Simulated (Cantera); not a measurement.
## Ignition delay

Mixture: 2.12 % CH4, 0.0637 % C2H6, 2.76 % C3H8, 18.6 % O2, 76.4 % N2, at 7500 Torr, adiabatic and at constant volume. Ignition delay is the time to a rise of 400 K.

Model: GRI-Mech 3.0 (53 species, 325 reactions), integrated in Cantera. GRI-Mech 3.0 was tuned for natural gas; its chemistry of propane as a main component is partial and can be far from experiment.

```json
[
 {"T0 (K)": "1250", "delay (ms)": "0.733"},
 {"T0 (K)": "1325", "delay (ms)": "0.219"},
 {"T0 (K)": "1400", "delay (ms)": "0.0745"},
 {"T0 (K)": "1475", "delay (ms)": "0.0294"},
 {"T0 (K)": "1550", "delay (ms)": "0.0134"},
 {"T0 (K)": "1625", "delay (ms)": "0.00697"},
 {"T0 (K)": "1700", "delay (ms)": "0.00404"}
]
```

```yaml
apparent activation energy between 1550 and 1700 K: 180 kJ/mol
```
